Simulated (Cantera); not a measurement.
## Silicon oxide and oxynitride deposition: TEOS + O2 + N2

Input: 1 mol TEOS, 2.4 mol O2, 48 mol N2, held at 37.5 Torr.

Cantera equilibrium calculation (NASA polynomials, part measured and part estimated; ideal gas, pure solids and liquids). Candidate condensed phases: C, C6H6, C7H8, C8H18, H2O, Si, SiC, SiO2, Si2N2O, Si3N4; 151 gas species. The feed counts by its element totals alone. N2 is the only nitrogen source here; it is nearly inert below about 1500 K, so the nitride shown seldom forms there in practice. Mutual solubility and eutectic melting of coexisting phases are not modelled. The tables hold silica as quartz up to 1696 K and as liquid above; real silica turns to tridymite and cristobalite and melts near 1996 K. The numbers say what is thermodynamically allowed, not how fast it happens.

```csv
T (°C),log p N2,log p H2,log p CO,log p CO2,log p H2O,log p CH4,log p HCN,n C(graphite),n SiO2(α-quartz),n SiO2(β-quartz),n Si2N2O(s)
450,-1.40,-2.19,-2.99,-2.79,-2.87,-3.66,-9.76,4.53,1.00,0,0
550,-1.42,-2.13,-2.43,-3.19,-3.44,-4.29,-8.56,2.42,1.00,0,0
650,-1.43,-2.12,-2.30,-4.10,-4.22,-4.87,-7.64,1.36,0,1.00,0
750,-1.43,-2.11,-2.28,-5.01,-4.96,-5.35,-6.90,1.22,0,1.00,0
850,-1.43,-2.11,-2.28,-5.78,-5.57,-5.76,-6.30,1.20,0,1.00,0
950,-1.44,-2.12,-2.22,-6.29,-6.03,-6.11,-5.80,0,0,0.201,0.400
1050,-1.44,-2.12,-2.21,-6.26,-5.90,-6.97,-5.94,0,0,0.200,0.400
1150,-1.44,-2.12,-2.21,-6.24,-5.79,-7.71,-6.06,0,0,0.199,0.400
```
log p: log10 of the partial pressure in bar; n: condensed amount in mol.

From 450 °C to 550 °C the condensed part is C(graphite) + SiO2(α-quartz). From 650 °C to 850 °C the condensed part is C(graphite) + SiO2(β-quartz). From 950 °C to 1150 °C the condensed part is SiO2(β-quartz) + Si2N2O(s).
